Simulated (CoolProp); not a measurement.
Vapour-liquid equilibrium of o-xylene (1) + n-undecane (2) at 267.65 °C; x and y are mole fractions of (1).

Model: multi-fluid Helmholtz-energy mixture model, Zhou 2012 and Aleksandrov 2011; pair parameters Bell 2016, in CoolProp.

```tsv
x	bubble pressure, mixture model (bar)	bubble pressure, Raoult's law (bar)	y, mixture model	y, Raoult's law
0.05	4.776	4.848	0.094	0.120
0.2	5.684	5.912	0.334	0.392
0.35	6.666	6.977	0.522	0.581
0.5	7.712	8.041	0.671	0.721
0.65	8.813	9.106	0.791	0.827
0.8	9.969	10.17	0.891	0.912
0.95	11.18	11.23	0.975	0.980
```

The largest gap from Raoult's law is -4.5 % in bubble pressure, at x = 0.35. No azeotrope shows between x = 0.05 and 0.95.

Pair parameters are fitted to limited data, so mixtures are less certain than the pure fluids.
